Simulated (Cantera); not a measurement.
Cantera run, input and output.

```python
import numpy as np
import cantera as ct

surf = ct.Interface("ptcombust.yaml", "Pt_surf")
gas = surf.adjacent["gas"]
gas.TPX = 873, 430000, {'H2': 0.0028, 'O2': 0.15, 'N2': 0.79, 'H2O': 0.019}
surf.TP = 873, 430000
reactor = ct.FlowReactor(gas, clone=False)
reactor.area = 0.0001  # m2
reactor.surface_area_to_volume_ratio = 1700  # 1/m
reactor.mass_flow_rate = 0.095 * reactor.area * gas.density  # inlet velocity 0.095 m/s
reactor.energy_enabled = False
wall = ct.ReactorSurface(surf, reactor, clone=False)
net = ct.ReactorNet([reactor])
net.rtol, net.atol = 1e-8, 1e-16
show, cover = ['H2', 'O2', 'H2O'], ['PT(S)', 'H(S)', 'O(S)', 'OH(S)', 'CO(S)', 'C(S)']

rows = []
print(f"{'z/m':>9s}{'u/(m/s)':>9s}" + "".join(f"{s:>13s}" for s in show + cover))
for z in [6.3e-05, 0.00012, 0.00024, 0.00046, 0.00088, 0.0017, 0.0033, 0.0063]:
    net.advance(z)
    rows.append([reactor.speed, *gas[show].X, *surf[cover].coverages])
    print(f"{z:9.4g}{rows[-1][0]:9.3g}" + "".join(f"{x:13.4e}" for x in rows[-1][1:]))
```

Result:

```
      z/m  u/(m/s)           H2           O2          H2O        PT(S)         H(S)         O(S)        OH(S)        CO(S)         C(S)
  6.3e-05   0.0949   4.5749e-04   1.5492e-01   2.2236e-02   4.0866e-02   3.7329e-08   9.5455e-01   4.5787e-03   1.8628e-28  -6.0128e-31
  0.00012   0.0949   1.0806e-04   1.5477e-01   2.2590e-02   3.8901e-02   3.3734e-08   9.5660e-01   4.4917e-03   1.5666e-27   7.7281e-30
  0.00024   0.0949   5.6457e-06   1.5473e-01   2.2693e-02   3.8347e-02   3.2739e-08   9.5718e-01   4.4666e-03   5.6677e-29   1.7968e-31
  0.00046   0.0949   2.5847e-08   1.5473e-01   2.2699e-02   3.8317e-02   3.2685e-08   9.5721e-01   4.4653e-03   5.4167e-29   1.7175e-31
  0.00088   0.0949   1.2163e-12   1.5473e-01   2.2699e-02   3.8317e-02   3.2684e-08   9.5721e-01   4.4653e-03   5.2186e-29   1.6688e-31
   0.0017   0.0949   3.3380e-13   1.5473e-01   2.2699e-02   3.8317e-02   3.2684e-08   9.5721e-01   4.4653e-03   5.2241e-29   1.6565e-31
   0.0033   0.0949   3.3342e-13   1.5473e-01   2.2699e-02   3.8317e-02   3.2684e-08   9.5721e-01   4.4653e-03   4.9837e-29   1.5778e-31
   0.0063   0.0949   3.3288e-13   1.5473e-01   2.2699e-02   3.8317e-02   3.2684e-08   9.5721e-01   4.4653e-03   9.1976e-29   1.4437e-31
```

Computed with Cantera and Deutschmann's 1995 Pt surface mechanism with GRI-Mech 3.0 gas chemistry. Catalytic surfaces can have several steady states; this one follows from the mechanism file's or the stated starting coverage. Mass transfer to the wall is taken as infinitely fast.
